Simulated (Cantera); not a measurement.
Cantera run, input and output.

```python
import numpy as np
import cantera as ct

gas = ct.Solution("gri30.yaml")


def delay(T, t_max=10):
    gas.TPX = T, 380000, {'CO': 1, 'H2': 0.72, 'CH4': 0.69, 'O2': 1.24, 'N2': 6.35}
    reactor = ct.IdealGasReactor(gas, clone=False)
    net = ct.ReactorNet([reactor])
    net.rtol, net.atol = 1e-8, 1e-16
    while net.time < t_max:
        t_old, T_old = net.time, reactor.T
        net.step()
        if reactor.T > T + 400:  # ignition: a rise of 400 K
            return t_old + (T + 400 - T_old) / (reactor.T - T_old) * (net.time - t_old)
    return np.nan


taus = []
for T in [1200, 1275, 1350, 1425, 1500, 1575, 1650, 1725, 1800, 1875]:
    taus.append(delay(T))
    print(f"T0 = {T:6g} K   tau = {taus[-1]:.4e} s")
```

It prints:

```
T0 =   1200 K   tau = 4.6651e-04 s
T0 =   1275 K   tau = 2.6536e-04 s
T0 =   1350 K   tau = 1.5693e-04 s
T0 =   1425 K   tau = 9.5843e-05 s
T0 =   1500 K   tau = 6.0549e-05 s
T0 =   1575 K   tau = 3.9625e-05 s
T0 =   1650 K   tau = 2.6827e-05 s
T0 =   1725 K   tau = 1.8723e-05 s
T0 =   1800 K   tau = 1.3410e-05 s
T0 =   1875 K   tau = 9.8188e-06 s
```

Detailed kinetics in Cantera: GRI-Mech 3.0 (53 species, 325 reactions).
